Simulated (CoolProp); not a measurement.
Vapour-liquid equilibrium of acetone (1) + n-dodecane (2) at 94.5 kPa; x and y are mole fractions of (1).

Computed with CoolProp (multi-fluid Helmholtz-energy mixture model, Lemmon 2006 and Lemmon 2004; pair parameters Bell 2016).

Give the bubble temperature and the first vapour's composition at x = 0.2, 0.35, 0.8. Is there an azeotrope?

x = 0.2: 362.7 K, y = 0.989; x = 0.35: 341.1 K, y = 0.997; x = 0.8: 331.7 K, y = 0.999. No azeotrope shows between x = 0.05 and 0.95.

Pair parameters are fitted to limited data, so mixtures are less certain than the pure fluids. The gap from Raoult's law changes sign with composition, which may be real or a fault of the pair parameters; it wasn't checked against measurements. With so large a gap from Raoult's law the liquid may split in two, which this calculation doesn't test in full.
